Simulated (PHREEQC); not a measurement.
# Phosphoric acid bath: speciation

Solution (25 °C): 0.5 mmol/kgw NaH2PO4 and 0.28 mmol/kgw H2SO4. Closed to the air; pH follows from the charge balance.

Equilibrium calculation in PHREEQC: ion-association model, phreeqc.dat.

Precipitation was switched off in this run.

Predict the pH, specific conductance, ionic strength.

pH 3.30; specific conductance 255 µS/cm; ionic strength 0.00128 mol/kgw.

In which forms is S present?

SO4-2 96 %, HSO4- 4.1 % of the S.

Species that the database lacks are ignored.
